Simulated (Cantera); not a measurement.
A closed system holds: 1 mol Si3N4, a varied amount of O2, 27 mol N2, equilibrated at 1173.15 K and 2.00 Pa.

Equilibrium computed with Cantera from the NASA thermochemical tables; the gas is ideal and each condensed phase is pure. Candidate condensed phases: Si, SiO2, Si2N2O, Si3N4; 16 gas species. Mutual solubility and eutectic melting of coexisting phases are not modelled. The tables hold silica as quartz up to 1696 K and as liquid above; real silica turns to tridymite and cristobalite and melts near 1996 K. Rates play no part.

x: gas mole fraction; n: condensed amount in mol.

| n(O2) (mol) | x N2 | x O2 | x NO | x SiO | n Si2N2O(s) | n Si3N4(s) | n SiO2(β-quartz) |
|---|---|---|---|---|---|---|---|
| 0.15 | 1.00 | <1e-12 | <1e-12 | 1.34e-7 | 0.300 | 0.800 | 0 |
| 0.23 | 1.00 | <1e-12 | <1e-12 | 1.34e-7 | ? | ? | 0 |
| 0.35 | 1.00 | <1e-12 | <1e-12 | 1.34e-7 | 0.700 | 0.533 | 0 |
| 0.53 | 1.00 | <1e-12 | <1e-12 | 1.34e-7 | 1.06 | 0.293 | 0 |
| 0.82 | 1.000 | <1e-12 | <1e-12 | 5.22e-5 | ? | 0 | ? |
| 1.3 | 1.000 | <1e-12 | <1e-12 | 5.22e-5 | 1.13 | 0 | 0.733 |
| 1.9 | 1.000 | <1e-12 | <1e-12 | 5.22e-5 | 0.733 | 0 | 1.53 |
| 3 | 1.00 | 1.80e-12 | 5.22e-10 | 5.30e-10 | 0 | 0 | 3.00 |
| 4.6 | 0.948 | 0.0522 | 8.67e-5 | <1e-12 | 0 | 0 | 3.00 |
| 7.1 | 0.876 | 0.124 | 0.000128 | <1e-12 | 0 | 0 | 3.00 |
| 11 | 0.784 | 0.216 | 0.000160 | <1e-12 | 0 | 0 | 3.00 |

Task: Fill in the missing entries.

Result: 
- 0.23, n Si2N2O(s): 0.460
- 0.23, n Si3N4(s): 0.693
- 0.82, n Si2N2O(s): 1.45
- 0.82, n SiO2(β-quartz): 0.0929
